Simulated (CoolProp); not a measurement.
Saturation properties of ammonia (Tc = 132.4 °C, pc = 11.36 MPa, ω = 0.256).

Values from CoolProp's reference Helmholtz-energy equation of state, Gao 2020.

```csv
T (°C),p (MPa),liquid density (kg/m³),vapour density (kg/m³),liquid viscosity (µPa s),liquid conductivity (mW/(m K))
-24.85,0.1525,671.1,1.305,228,637
-17.45,0.2125,661.7,1.781,208,613
-10.15,0.2889,652.2,2.377,190,591
-2.85,0.3854,642.5,3.120,176,568
4.55,0.5073,632.4,4.050,162,546
11.85,0.6550,622.2,5.170,150,524
19.15,0.8340,611.6,6.524,140,503
26.55,1.051,600.6,8.171,130,481
33.85,1.306,589.4,10.11,121,461
41.15,1.605,577.7,12.41,113,441
48.45,1.952,565.6,15.14,105,421
```

It boils at -33.3 °C under 1 atm.

Viscosity comes from a separate model (Fenghour 1995). Thermal conductivity comes from a separate model (Tufeu 1984).
